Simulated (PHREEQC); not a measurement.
Model water analysis in mmol/kgw, 20 °C, pH 6.76, pe 8.7: Na 176; K 0.621; Ca 4.37; Mg 19; Cl 199; S(6) 10.2; Alkalinity (meq/kgw) 0.189; Li 0.0657.

Valence states are taken as typed.

Model: ion-association model, wateq4f.dat, run in PHREEQC.

This is a speciation only: nothing precipitates in the calculation.

Order these C species by the share of C that they hold, largest first: HCO3-, MgHCO3+, NaHCO3, CO2, CaHCO3+.

HCO3- (70 %), CO2 (21 %), MgHCO3+ (4.7 %), NaHCO3 (3.5 %), CaHCO3+ (0.99 %)

The pH is 6.76 and the ionic strength 0.243 mol/kgw.
